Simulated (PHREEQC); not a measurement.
Consider water at 25 °C with 1.4 mol HCl, 0.026 mol Na2B4O7 and 4.2 mol KBr per kg of water. Closed to the air; pH follows from the charge balance.

Model: Pitzer model, pitzer.dat, run in PHREEQC.

Precipitation was switched off in this run.

**Question.** What pH does the model give?

**Answer.** pH -0.74.

In brines, pH and single-ion activities rest on the MacInnes convention.
